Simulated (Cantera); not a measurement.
Boron, boron nitride and boron oxide: B2O3 + NH3 + H2

Input: 1 mol B2O3, 3.1 mol NH3, 50 mol H2, at 2.63 Torr.

Equilibrium computed with Cantera from the NASA thermochemical tables; the gas is ideal and each condensed phase is pure. Candidate condensed phases: B, BN, B2O3, B3O3H3, H2O; 39 gas species. Mutual solubility and eutectic melting of coexisting phases are not modelled. The numbers say what is thermodynamically allowed, not how fast it happens.

```tsv
T (°C)	x H2	x H	x N2	x BO	x HBO	x HBO2	n BN(s)	n B2O3(l)
1077	0.969	3.97e-5	0.0273	1.23e-6	0.000906	0.00178	0.0298	0.898
1152	0.964	0.000113	0.0273	1.19e-5	0.00348	0.00383	0.0153	0.710
1227	0.946	0.000289	0.0271	7.30e-5	0.00916	0.00948	0	0.0735
1302	0.943	0.000682	0.0271	0.000178	0.0105	0.0105	0	0
1377	0.942	0.00149	0.0271	0.000381	0.0113	0.0108	0	0
1452	0.939	0.00304	0.0270	0.000757	0.0120	0.0110	0	0
1527	0.935	0.00585	0.0270	0.00140	0.0126	0.0110	0	0
1602	0.929	0.0107	0.0269	0.00243	0.0129	0.0109	0	0
1677	0.920	0.0186	0.0268	0.00394	0.0128	0.0106	0	0
1752	0.907	0.0310	0.0266	0.00598	0.0123	0.0101	0	0
1827	0.887	0.0496	0.0263	0.00850	0.0115	0.00936	0	0
1902	0.859	0.0765	0.0259	0.0114	0.0103	0.00835	0	0
1977	0.821	0.114	0.0254	0.0143	0.00885	0.00712	0	0
```
x: gas mole fraction; n: condensed amount in mol.

From 1077 °C to 1152 °C the condensed part is BN(s) + B2O3(l). At 1227 °C the condensed part is B2O3(l). From 1302 °C to 1977 °C nothing is condensed. The main B-bearing gas is HBO2 at 1077 °C and BO at 1977 °C.
